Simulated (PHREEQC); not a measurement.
Make-up at 61 °C: 0.0027 mol HNO3 and 0.001 mol Fe(NO3)3 per kg of water. Closed to the air; pH follows from the charge balance.

The numbers come from PHREEQC with the ion-association model, wateq4f.dat.

The pH is 2.46 and the ionic strength is 0.00673 mol/kgw. The total alkalinity is -4.70 meq/kg.

```
species     molality  activity   log γ
----------  --------  --------  ------
NO3-         0.00570   0.00518  -0.041
H+           0.00379   0.00349  -0.036
FeOH+2      0.000722  0.000502  -0.158
Fe(OH)2+    0.000176  0.000161  -0.039
Fe+3         8.62e-5   4.09e-5  -0.324
Fe2(OH)2+4   7.95e-6   1.80e-6  -0.646
Fe3(OH)4+5   3.19e-8   3.12e-9  -1.009
Fe(OH)3      2.41e-8   2.41e-8   0.001
```

Precipitation was switched off in this run. Examples of supersaturated solids here: Hematite (slow to form), Goethite (slow to form). Others may be too. Away from 25 °C the constants follow the database's enthalpies or fits; those with neither stay at their 25 °C values.
